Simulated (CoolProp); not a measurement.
CH3F (R41) along the isotherm 309.8 K: Z from the reference equation and from simpler models built on Tc = 317.3 K, pc = 5.906 MPa, ω = 0.200; each cubic takes its own stable root.

Model: reference Helmholtz-energy equation of state, Lemmon 2006, in CoolProp. It is a short technical equation, of lower accuracy than the large ones.

```tsv
p (MPa)	phase	reference	van der Waals	Redlich-Kwong	Soave-Redlich-Kwong	Peng-Robinson
0.681	gas	0.9495	0.9626	0.9567	0.9563	0.9518
1.36	gas	0.8961	0.9226	0.9107	0.9099	0.9011
2.04	gas	0.8386	0.8791	0.8612	0.8598	0.8468
2.73	gas	0.7747	0.8304	0.8060	0.8039	0.7868
3.41	gas	0.7037	0.7761	0.7447	0.7415	0.7208
4.09	gas	0.6192	0.7118	0.6724	0.6674	0.6432
4.77	gas	0.5028	0.6280	0.5767	0.5671	0.5399
5.45	liquid	0.1398	0.2629	0.2054	0.1986	0.1779
6.13	liquid	0.1516	0.2689	0.2154	0.2107	0.1889
6.81	liquid	0.1640	0.2847	0.2288	0.2249	0.2016
7.5	liquid	0.1769	0.3030	0.2435	0.2401	0.2151
8.18	liquid	0.1897	0.3220	0.2585	0.2553	0.2288
8.86	liquid	0.2025	0.3414	0.2737	0.2706	0.2425
```
